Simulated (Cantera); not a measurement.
Mixture: 20.9 % CH₃OH, 16.5 % O₂, 62.6 % N₂, 0.102 % H₂O, at 41000 Pa, adiabatic and at constant pressure. Ignition delay is the time to a rise of 400 K.

Computed with Cantera and GRI-Mech 3.0 (53 species, 325 reactions). GRI-Mech 3.0 was tuned for natural gas; its chemistry of methanol as a main component is partial and can be far from experiment.

### Question
Predict: delay at 1100 K; delay at 1200 K; delay at 1300 K; delay at 1400 K; delay at 1500 K; apparent activation energy between 1400 and 1500 K.

### Answer
```
Property                                                 Value
--------------------------------------------------  ----------
delay at 1100 K                                        0.113 s
delay at 1200 K                                        18.5 ms
delay at 1300 K                                        4.12 ms
delay at 1400 K                                        1.17 ms
delay at 1500 K                                       0.416 ms
apparent activation energy between 1400 and 1500 K  180 kJ/mol
```
